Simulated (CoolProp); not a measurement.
Vapour-liquid equilibrium of carbon dioxide (1) + R125 (2) at 228.6 K; x and y are mole fractions of (1).

Computed with CoolProp (multi-fluid Helmholtz-energy mixture model, Span 1996 and Lemmon 2005; pair parameters Bell 2016).

```json
[
 {"x": "0.05", "bubble pressure, mixture model (MPa)": "0.1695", "bubble pressure, Raoult's law (MPa)": "0.1565", "y, mixture model": "0.314", "y, Raoult's law": "0.270"},
 {"x": "0.125", "bubble pressure, mixture model (MPa)": "0.2419", "bubble pressure, Raoult's law (MPa)": "0.2109", "y, mixture model": "0.546", "y, Raoult's law": "0.502"},
 {"x": "0.2", "bubble pressure, mixture model (MPa)": "0.3107", "bubble pressure, Raoult's law (MPa)": "0.2654", "y, mixture model": "0.668", "y, Raoult's law": "0.638"},
 {"x": "0.275", "bubble pressure, mixture model (MPa)": "0.3748", "bubble pressure, Raoult's law (MPa)": "0.3199", "y, mixture model": "0.743", "y, Raoult's law": "0.728"},
 {"x": "0.35", "bubble pressure, mixture model (MPa)": "0.4338", "bubble pressure, Raoult's law (MPa)": "0.3743", "y, mixture model": "0.793", "y, Raoult's law": "0.791"},
 {"x": "0.425", "bubble pressure, mixture model (MPa)": "…", "bubble pressure, Raoult's law (MPa)": "0.4288", "y, mixture model": "…", "y, Raoult's law": "0.839"},
 {"x": "0.5", "bubble pressure, mixture model (MPa)": "0.5384", "bubble pressure, Raoult's law (MPa)": "0.4833", "y, mixture model": "0.860", "y, Raoult's law": "0.876"},
 {"x": "0.575", "bubble pressure, mixture model (MPa)": "0.5856", "bubble pressure, Raoult's law (MPa)": "0.5377", "y, mixture model": "0.884", "y, Raoult's law": "0.905"},
 {"x": "0.65", "bubble pressure, mixture model (MPa)": "…", "bubble pressure, Raoult's law (MPa)": "0.5922", "y, mixture model": "0.906", "y, Raoult's law": "0.929"},
 {"x": "0.725", "bubble pressure, mixture model (MPa)": "0.6751", "bubble pressure, Raoult's law (MPa)": "0.6467", "y, mixture model": "…", "y, Raoult's law": "0.949"},
 {"x": "0.8", "bubble pressure, mixture model (MPa)": "0.7196", "bubble pressure, Raoult's law (MPa)": "0.7012", "y, mixture model": "0.945", "y, Raoult's law": "0.966"},
 {"x": "0.875", "bubble pressure, mixture model (MPa)": "0.7653", "bubble pressure, Raoult's law (MPa)": "0.7556", "y, mixture model": "0.965", "y, Raoult's law": "0.980"},
 {"x": "0.95", "bubble pressure, mixture model (MPa)": "0.8130", "bubble pressure, Raoult's law (MPa)": "0.8101", "y, mixture model": "…", "y, Raoult's law": "0.993"}
]
```

Task: What belongs in the gaps?

Result: 
- 0.425, bubble pressure, mixture model (MPa): 0.4882
- 0.425, y, mixture model: 0.831
- 0.65, bubble pressure, mixture model (MPa): 0.6308
- 0.725, y, mixture model: 0.926
- 0.95, y, mixture model: 0.985

The largest gap from Raoult's law is +17.2 % in bubble pressure, at x = 0.275. No azeotrope shows between x = 0.05 and 0.95.

Pair parameters are fitted to limited data, so mixtures are less certain than the pure fluids.
